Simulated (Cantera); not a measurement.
# BCl₃ + O₂ + N₂ (boron, boron nitride and boron oxide)

A closed system holds: 1 mol BCl₃, 0.77 mol O₂, a varied amount of N₂, equilibrated at 1348.15 K and 0.00590 bar.

Equilibrium computed with Cantera from the NASA thermochemical tables; the gas is ideal and each condensed phase is pure. Candidate condensed phases: B, BN, B₂O₃; 25 gas species. The tables' values for BOCl are old estimates; treat these amounts as uncertain. Kinetics and transport are ignored.

```json
[
 {"n(N₂) (mol)": "3.4", "x N₂": "0.650", "x Cl₂": "0.228", "x Cl": "0.117", "x O₂": "0.00405", "x BOCl": "0.000625", "x BCl₃": "0.000118", "x B₂O₃": "0.000114", "n B₂O₃(l)": "0.497"},
 {"n(N₂) (mol)": "9.2", "x N₂": "0.825", "x Cl₂": "0.0963", "x Cl": "0.0758", "x O₂": "0.00194", "x BOCl": "0.000488", "x BCl₃": "5.61e-5", "x B₂O₃": "0.000114", "n B₂O₃(l)": "0.495"},
 {"n(N₂) (mol)": "15", "x N₂": "0.881", "x Cl₂": "0.0583", "x Cl": "0.0590", "x O₂": "0.00129", "x BOCl": "0.000421", "x BCl₃": "3.59e-5", "x B₂O₃": "0.000114", "n B₂O₃(l)": "0.494"},
 {"n(N₂) (mol)": "21", "x N₂": "0.909", "x Cl₂": "0.0402", "x Cl": "0.0490", "x O₂": "0.000963", "x BOCl": "0.000376", "x BCl₃": "2.56e-5", "x B₂O₃": "0.000114", "n B₂O₃(l)": "0.492"},
 {"n(N₂) (mol)": "27", "x N₂": "0.926", "x Cl₂": "0.0301", "x Cl": "0.0424", "x O₂": "0.000771", "x BOCl": "0.000344", "x BCl₃": "1.95e-5", "x B₂O₃": "0.000114", "n B₂O₃(l)": "0.491"},
 {"n(N₂) (mol)": "32", "x N₂": "0.936", "x Cl₂": "0.0245", "x Cl": "0.0383", "x O₂": "0.000663", "x BOCl": "0.000322", "x BCl₃": "1.61e-5", "x B₂O₃": "0.000114", "n B₂O₃(l)": "0.490"},
 {"n(N₂) (mol)": "38", "x N₂": "0.945", "x Cl₂": "0.0199", "x Cl": "0.0345", "x O₂": "0.000568", "x BOCl": "0.000302", "x BCl₃": "1.32e-5", "x B₂O₃": "0.000114", "n B₂O₃(l)": "0.489"},
 {"n(N₂) (mol)": "44", "x N₂": "0.951", "x Cl₂": "0.0165", "x Cl": "0.0314", "x O₂": "0.000498", "x BOCl": "0.000284", "x BCl₃": "1.11e-5", "x B₂O₃": "0.000114", "n B₂O₃(l)": "0.488"}
]
```
x: gas mole fraction; n: condensed amount in mol.

From 3.4 mol N₂ to 44 mol N₂ the condensed part is B₂O₃(l). The share of B in condensed phases is highest at 3.4 mol N₂ (99.4 %) and lowest at 44 mol N₂ (97.5 %).
